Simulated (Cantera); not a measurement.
A closed system holds: 1 mol Al, 0.77 mol HCl, 100 mol H₂, at 875 K and 11.0 mbar.

Cantera equilibrium calculation (NASA polynomials, part measured and part estimated; ideal gas, pure solids and liquids). Candidate condensed phases: Al, AlCl₃; 12 gas species. The tables' values for AlCl₂ are old estimates; treat these amounts as uncertain. Rates play no part.

Base state: H₂ 0.997, AlCl₃ 0.00204, AlCl 0.00138, AlCl₂ 7.65e-5 (mole fractions); condensed: Al(s).

What changes in the equilibrium state with this change: temperature from 875 K to 1125 K?


```csv
species,before,after
H₂,0.997,0.992
AlCl,0.00138,0.00756
AlCl₂,7.65e-5,1.64e-5
AlCl₃,0.00204,1.86e-6
"Al(s), mol",0.649,0
"Al(l), mol",0,0.233
```

What changes in the equilibrium state with this change: temperature from 875 K to 1698.15 K?


```json
[
 {"species": "H₂", "before": "0.997", "after": "0.989"},
 {"species": "AlCl", "before": "0.00138", "after": "0.00754"},
 {"species": "Al", "before": "<1e-9", "after": "0.00217"},
 {"species": "AlCl₃", "before": "0.00204", "after": "<1e-9"},
 {"species": "H", "before": "<1e-9", "after": "0.00137"},
 {"species": "AlH", "before": "<1e-9", "after": "0.000138"},
 {"species": "AlCl₂", "before": "7.65e-5", "after": "6.25e-7"},
 {"species": "HCl", "before": "4.26e-6", "after": "4.54e-5"},
 {"species": "Al(s), mol", "before": "0.649", "after": "0"}
]
```
